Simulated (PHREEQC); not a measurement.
Dissolve 0.97 mmol/kgw H2SO4, 11 mmol/kgw CsF and 0.069 mmol/kgw (NH4)2HPO4 at 20 °C. Closed to the air; pH follows from the charge balance.

Model: ion-association model, wateq4f.dat, run in PHREEQC.

| Property | Result |
|---|---|
| pH | 3.84 |
| ionic strength | 0.0123 mol/kgw |
| total alkalinity | -1.87 meq/kg |

```
species  molality  activity   log γ
-------  --------  --------  ------
Cs+        0.0110   0.00984  -0.049
F-        0.00924   0.00824  -0.050
HF        0.00163   0.00163   0.001
SO4-2    0.000960  0.000620  -0.190
H+       0.000159  0.000144  -0.042
NH4+     0.000137  0.000122  -0.049
H2PO4-    6.77e-5   6.08e-5  -0.047
HF2-      5.56e-5   4.96e-5  -0.050
```

No solid was allowed to form. Complexes and solids missing from the database can't appear. H3PO4, which wateq4f.dat lacks, is added to it with the constant of phreeqc.dat.
